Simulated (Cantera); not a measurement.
Mixture: CH₃OH : O₂ : N₂ = 1 : 1.56 : 5.88 (molar parts), equivalence ratio 0.96, at 28.0 bar, adiabatic and at constant volume. Ignition delay is the time to a rise of 400 K.

Computed with Cantera and GRI-Mech 3.0 (53 species, 325 reactions). GRI-Mech 3.0 was tuned for natural gas; its chemistry of methanol as a main component is partial and can be far from experiment. The pressure lies above the range GRI-Mech 3.0 was tuned for (to about 10 atm).

**Question.** Predict: delay at 1273 K; delay at 1473 K; delay at 1673 K; delay at 1873 K; delay at 2073 K; apparent activation energy between 1873 and 2073 K.

**Answer.** 
```
Item                                                     Value
--------------------------------------------------  ----------
delay at 1273 K                                       0.226 ms
delay at 1473 K                                        17.8 µs
delay at 1673 K                                        2.93 µs
delay at 1873 K                                       0.755 µs
delay at 2073 K                                       0.262 µs
apparent activation energy between 1873 and 2073 K  170 kJ/mol
```
